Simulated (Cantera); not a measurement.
A Cantera script and its output.

```python
import numpy as np
import cantera as ct

gas = ct.Solution("gri30.yaml")
gas.TPX = 1273, 610, {'N2O': 1, 'O2': 0.077, 'H2O': 0.0056}
reactor = ct.IdealGasConstPressureReactor(gas, energy="off", clone=False)
net = ct.ReactorNet([reactor])
net.rtol, net.atol = 1e-08, 1e-18
show = ['N2O', 'O2', 'O', 'NO', 'N2', 'NO2']
times = np.geomspace(3e-05, 70, 12)

steps = ct.SolutionArray(gas, extra=["t"])
rows = []
print(f"{'t/s':>10s}{'T/K':>9s}{'P/Pa':>11s}" + "".join(f"{s:>11s}" for s in show))
for t in times:
    while net.time < t:
        t_next = net.step()
        steps.append(gas.state, t=t_next)
    rows.append([np.interp(t, steps.t, y) for y in (steps.T, steps.P, *steps(*show).X.T)])
    print(f"{t:10.3e}{rows[-1][0]:9.1f}{rows[-1][1]:11.4g}" + "".join(f"{x:11.3e}" for x in rows[-1][2:]))
rate = np.gradient(steps.T, steps.t)
print("integrator steps:", len(steps.t))
if steps.T.max() > steps.T[0] + 200:
    print(f"time of steepest temperature rise: {steps.t[rate.argmax()]:.4e} s")
gas.TPX = 1273, 610, {'N2O': 1, 'O2': 0.077, 'H2O': 0.0056}
gas.equilibrate("TP")
print(f"equilibrium (TP): T = {gas.T:.1f} K  " + "  ".join(f"{s} {gas[s].X[0]:.3e}" for s in show))
```

Output:

```
       t/s      T/K       P/Pa        N2O         O2          O         NO         N2        NO2
 3.000e-05   1273.0        610  9.237e-01  7.113e-02  1.935e-07  9.663e-10  2.001e-07  5.205e-19
 1.138e-04   1273.0        610  9.237e-01  7.113e-02  6.980e-07  1.334e-08  7.896e-07  3.009e-17
 4.315e-04   1273.0        610  9.237e-01  7.113e-02  2.207e-06  1.695e-07  3.371e-06  2.007e-15
 1.636e-03   1273.0        610  9.237e-01  7.113e-02  4.677e-06  1.642e-06  1.596e-05  2.127e-13
 6.205e-03   1273.0        610  9.236e-01  7.115e-02  5.421e-06  9.559e-06  7.110e-05  6.576e-11
 2.353e-02   1273.0        610  9.233e-01  7.124e-02  5.419e-06  4.031e-05  2.829e-04  1.587e-08
 8.924e-02   1273.0        610  9.220e-01  7.158e-02  5.402e-06  1.550e-04  1.088e-03  1.635e-06
 3.384e-01   1273.0        610  9.172e-01  7.287e-02  5.364e-06  5.626e-04  4.154e-03  3.101e-05
 1.283e+00   1273.0        610  8.993e-01  7.771e-02  5.242e-06  2.051e-03  1.561e-02  1.474e-04
 4.867e+00   1273.0        610  8.359e-01  9.506e-02  5.108e-06  7.510e-03  5.629e-02  2.581e-04
 1.846e+01   1273.0        610  6.420e-01  1.482e-01  5.059e-06  2.433e-02  1.805e-01  2.265e-04
 7.000e+01   1273.0        610  2.656e-01  2.517e-01  5.018e-06  5.695e-02  4.217e-01  9.994e-05
integrator steps: 1161
equilibrium (TP): T = 1273.0 K  N2O 1.844e-09  O2 3.644e-01  O 8.367e-07  NO 3.923e-04  N2 6.317e-01  NO2 4.884e-07
```

Model: GRI-Mech 3.0 (53 species, 325 reactions), integrated in Cantera. GRI-Mech 3.0 was tuned for natural gas; its chemistry of N2O as a main component is partial and can be far from experiment. Radical loss at walls, strong at low pressure, is not modelled. The mechanism lacks the step 2 NO + O2 → 2 NO2, which can matter for NO2 below about 1400 K. The temperature is held fixed by assumption; the heat of reaction is taken as removed at once.
